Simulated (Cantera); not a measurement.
# Equilibrium for silicon oxide and oxynitride deposition: SiH₂Cl₂ + O₂ + H₂ + H₂O

Charge: 1 mol SiH₂Cl₂, 5 mol O₂, 1 mol H₂, 0.16 mol H₂O, held at 752 °C.

Cantera equilibrium calculation (NASA polynomials, part measured and part estimated; ideal gas, pure solids and liquids). Candidate condensed phases: H₂O, Si, SiO₂; 30 gas species. Kinetics and transport are ignored.

```csv
P (Pa),x O₂,x HCl,x H₂O,x Cl₂,x Cl,x HOCl,n SiO₂(β-quartz)
5,0.525,0.297,0.176,0.000729,0.00214,2.62e-7,1.00
36,0.525,0.295,0.177,0.00193,0.00130,7.00e-7,1.00
260,0.524,0.290,0.180,0.00492,0.000770,1.85e-6,1.00
1900,0.523,0.278,0.187,0.0117,0.000439,4.78e-6,1.00
14000,0.520,0.254,0.201,0.0247,0.000235,1.18e-5,1.00
100000,0.515,0.219,0.222,0.0440,0.000117,2.71e-5,1.00
```
x: gas mole fraction; n: condensed amount in mol.

From 0.0375 Torr to 750 Torr the condensed part is SiO₂(β-quartz).
